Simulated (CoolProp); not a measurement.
Vapour-liquid equilibrium of R22 (1) + R134a (2) at 0.0309 MPa; x and y are mole fractions of (1).

Computed with CoolProp (multi-fluid Helmholtz-energy mixture model, Kamei 1995 and Tillner-Roth 1994; pair parameters Bell 2016).

```csv
x,"bubble temperature, mixture model (°C)","bubble temperature, Raoult's law (°C)","y, mixture model","y, Raoult's law"
0.05,[?],-50.2,0.120,0.104
0.2,-53.8,-52.9,[?],0.359
0.35,-56.4,-55.4,0.563,0.551
0.5,-58.4,-57.5,[?],0.698
0.65,-60.1,-59.5,0.802,0.813
0.8,-61.6,-61.2,0.892,0.905
0.95,-62.9,-62.8,0.974,0.979
```

### Question
What belongs in the gaps?

### Answer

- 0.05, bubble temperature, mixture model (°C): -50.5
- 0.2, y, mixture model: 0.385
- 0.5, y, mixture model: 0.696

The largest gap from Raoult's law is -1.0 K in bubble temperature, at x = 0.35. No azeotrope shows between x = 0.05 and 0.95.

The pair parameters rest on a limited set of measurements; away from them the model extrapolates.
